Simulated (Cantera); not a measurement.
# Abatement and gas-phase synthesis: H2S + H2 + N2

Feed: 1 mol H2S, 1.5 mol H2, 36 mol N2, at 5.00 bar.

These are equilibrium values from Cantera (NASA tables, ideal gas, pure condensed phases), not measurements of a reactor. Candidate condensed phases: S; 28 gas species. Ions and electrons are included (thermal ionisation). Equilibrium is a limit: real reactors are often held back by kinetics, nucleation or transport.

```
T (K)   x N2       x H     x H2       x S       x N
-----  -----  --------  -------  --------  --------
2000   0.926  0.000173   0.0565  0.000132  3.88e-10
2250   0.924  0.000803   0.0584  0.000584   9.61e-9
2500   0.922   0.00271   0.0583   0.00183   1.26e-7
2750   0.918   0.00726   0.0563   0.00438   1.03e-6
3000   0.912    0.0161   0.0519   0.00833   5.95e-6
3250   0.903    0.0304   0.0447    0.0129   2.62e-5
3500   0.892    0.0495   0.0351    0.0170   9.36e-5
3750   0.881    0.0704   0.0246    0.0198  0.000282
4000   0.872    0.0885   0.0154    0.0214  0.000741
4250   0.864     0.101  0.00890    0.0223   0.00174
4500   0.859     0.109  0.00496    0.0228   0.00373
4750   0.853     0.113  0.00278    0.0231   0.00738
5000   0.846     0.115  0.00160    0.0232    0.0136
```
x: gas mole fraction; nothing condenses.

From 2000 K to 5000 K nothing is condensed.
